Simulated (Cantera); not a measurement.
A perfectly stirred reactor is fed with 13.4 % H2, 7.87 % O2, 78.7 % N2, equivalence ratio 0.85, at 0.188 atm; it is held at 975 K, and followed from long to short residence time.

Detailed kinetics in Cantera: the H2/O2 subset of GRI-Mech 3.0, which has no nitrogen chemistry. The temperature is held fixed by assumption; the heat of reaction is taken as removed at once.

Problem. Predict: x(H2) at τ = 1.40 s; x(O2) at τ = 1.40 s; x(HO2) at τ = 1.40 s; x(H2O) at τ = 1.40 s; x(H) at τ = 1.40 s; x(H2) at τ = 63.0 ms; x(O2) at τ = 63.0 ms; x(HO2) at τ = 63.0 ms; x(H2O) at τ = 63.0 ms; x(H) at τ = 63.0 ms.

Solution. 
```
Quantity                 Result
---------------------  --------
x(H2) at τ = 1.40 s    0.000969
x(O2) at τ = 1.40 s      0.0131
x(HO2) at τ = 1.40 s    3.37e-6
x(H2O) at τ = 1.40 s      0.142
x(H) at τ = 1.40 s      5.36e-5
x(H2) at τ = 63.0 ms    0.00563
x(O2) at τ = 63.0 ms     0.0155
x(HO2) at τ = 63.0 ms   4.76e-6
x(H2O) at τ = 63.0 ms     0.137
x(H) at τ = 63.0 ms    0.000956
```
